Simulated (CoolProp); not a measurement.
Vapour-liquid equilibrium of ethylene (1) + propane (2) at 0.0762 MPa; x and y are mole fractions of (1).

The numbers come from the multi-fluid Helmholtz-energy mixture model, Smukala 2000 and Lemmon 2009; pair parameters Bell 2016 in CoolProp.

```csv
x,"bubble temperature, mixture model (K)","bubble temperature, Raoult's law (K)","y, mixture model","y, Raoult's law"
0.05,211.8,212.6,0.497,0.484
0.125,198.6,200.5,0.780,0.761
0.2,190.3,192.5,0.883,0.869
0.275,184.6,186.8,0.928,0.920
0.35,180.4,182.5,0.952,0.948
0.425,177.2,179.0,0.967,0.965
0.5,174.7,176.2,0.976,0.975
0.575,172.6,173.8,0.982,0.983
0.65,170.9,171.7,0.987,0.988
0.725,169.4,169.9,0.991,0.992
0.8,168.0,168.3,0.994,0.995
0.875,166.7,166.8,0.996,0.997
0.95,165.5,165.5,0.999,0.999
```

The largest gap from Raoult's law is -2.2 K in bubble temperature, at x = 0.275. No azeotrope shows between x = 0.05 and 0.95.

Pair parameters are fitted to limited data, so mixtures are less certain than the pure fluids.
